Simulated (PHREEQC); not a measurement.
## Buffer with nickel, zinc or cadmium bath: an equilibrium model

Solution A (0.025 mol/kgw KHCO3, 0.0016 mol/kgw Na2SO4 and 0.0055 mol/kgw KCl) is mixed with solution B (42 mmol/kgw ZnCl2, 0.066 mmol/kgw Na2SO4 and 0.041 mmol/kgw NiCl2) at 25 °C; shares are by mass of water, 1 kg in all. Oxygen alone is held at its pressure in air (log pO2 = -0.68). CO2 from the air is kept out. Solids allowed: Zn(OH)2-e, Smithsonite, Zn4(OH)6SO4, Zn5(OH)8Cl2, Ni(OH)2, NiCO3, Ni4(OH)6SO4, Halite, Mirabilite, Goslarite, Morenosite, Nahcolite, Natron. Others were left out.

Equilibrium calculation in PHREEQC: ion-association model, wateq4f.dat.

Question: Predict pH at share of solution B = 0, 0.1, 0.6, 0.8.

Answer: 
```
share of solution B    pH
-------------------  ----
0                    8.19
0.1                  6.82
0.6                  5.57
0.8                  5.67
```

Complexes and solids missing from the database can't appear. The database's nickel carbonate constants are estimates that later reviews lower a good deal. The database's zinc carbonate complexes are estimates, stronger than later reviews accept.
